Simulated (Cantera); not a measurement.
Cantera run:

```python
import numpy as np
import cantera as ct

gas_names = [...]  # 113 gases of nasa_gas.yaml made of C, H, O, Ti
cond_names = """
    C(gr) C6H6(L) C7H8(L) C8H18(L),n-octa H2O(s) H2O(L) Ti(a) Ti(b) Ti(L) TiC(s) TiC(L) TiO(a) TiO(b)
    TiO(L) TiO2(ru) TiO2(L) Ti2O3(a) Ti2O3(b) Ti2O3(L) Ti3O5(a) Ti3O5(b) Ti3O5(L) Ti4O7(s) Ti4O7(L)
""".split()


# ... load() reads the species with a 1 bar reference pressure and builds the phases ...
atoms = {
    'Ti': {'Ti': 1},
    'H2O': {'H': 2, 'O': 1},
    'H2': {'H': 2},
    'C3H8': {'C': 3, 'H': 8},
}
top_T = {'C(gr)': 4500}  # K; cautious upper limits of use, not melting points


# ... equilibrate(T, P, feed) seeds the gas with the atoms and calls Mixture.equilibrate('TP', solver="vcs", rtol=1e-11, max_steps=5000) ...
results = []
feed = {'Ti': 1, 'H2O': 2.5, 'H2': 40, 'C3H8': 0.22}  # mol
P = 30000  # Pa
for T in [1023, 1173, 1323, 1473, 1623, 1773, 1923, 2073, 2223]:
    mix = equilibrate(T, P, feed)
    results.append((T, P, feed, dict(zip(mix.species_names, mix.species_moles))))
    x = sorted(zip(gas.X, gas.species_names), reverse=True)
    print(f"T = {T:g} K  P = {P:g} Pa  gas = {mix.phase_moles(0):.4g} mol")
    print("   x: " + "  ".join(f"{s} {v:.3e}" for v, s in x if v > 1e-05))
    print("   condensed (mol): " + ("  ".join(f"{mix.phase(i).name} {mix.phase_moles(i):.4g}"
          for i in range(1, mix.n_phases) if mix.phase_moles(i) > 1e-12) or "none"))
```

Result:

```
T = 1023 K  P = 30000 Pa  gas = 43.5 mol
   x: H2 9.823e-01  CO 8.922e-03  CH4 6.220e-03  H2O 2.512e-03  CO2 2.983e-05
   condensed (mol): TiO2(ru) 1
T = 1173 K  P = 30000 Pa  gas = 43.95 mol
   x: H2 9.842e-01  CO 1.394e-02  CH4 1.075e-03  H2O 7.684e-04
   condensed (mol): TiO2(ru) 0.4123  Ti4O7(s) 0.1469
T = 1323 K  P = 30000 Pa  gas = 44.04 mol
   x: H2 9.830e-01  CO 1.494e-02  H2O 2.058e-03  CH4 3.092e-05  CO2 1.686e-05
   condensed (mol): Ti4O7(s) 0.25
T = 1473 K  P = 30000 Pa  gas = 44.04 mol
   x: H2 9.817e-01  CO 1.496e-02  H2O 3.312e-03  H 2.288e-05  CO2 2.040e-05
   condensed (mol): Ti3O5(b) 0.2267  Ti4O7(s) 0.07997
T = 1623 K  P = 30000 Pa  gas = 44.04 mol
   x: H2 9.810e-01  CO 1.497e-02  H2O 3.917e-03  H 1.250e-04  CO2 1.927e-05
   condensed (mol): Ti3O5(b) 0.3333
T = 1773 K  P = 30000 Pa  gas = 44.05 mol
   x: H2 9.806e-01  CO 1.497e-02  H2O 3.919e-03  H 5.143e-04  CO2 1.611e-05
   condensed (mol): Ti3O5(b) 0.3333
T = 1923 K  P = 30000 Pa  gas = 44.08 mol
   x: H2 9.794e-01  CO 1.496e-02  H2O 3.918e-03  H 1.702e-03  CO2 1.393e-05
   condensed (mol): Ti3O5(b) 0.3333
T = 2073 K  P = 30000 Pa  gas = 44.14 mol
   x: H2 9.764e-01  CO 1.494e-02  H 4.745e-03  H2O 3.913e-03  CO2 1.235e-05
   condensed (mol): Ti3O5(L) 0.3333
T = 2223 K  P = 30000 Pa  gas = 44.3 mol
   x: H2 9.696e-01  CO 1.489e-02  H 1.152e-02  H2O 3.911e-03  TiO 2.571e-05  CO2 1.121e-05
   condensed (mol): Ti3O5(L) 0.3329
```

Method: chemical equilibrium by Gibbs-energy minimisation in Cantera with the NASA 1993 tables (ideal gas, pure condensed phases). Mutual solubility and eutectic melting of coexisting phases are not modelled. Condensed phases not in the tables: Magnéli phases beyond Ti4O7.
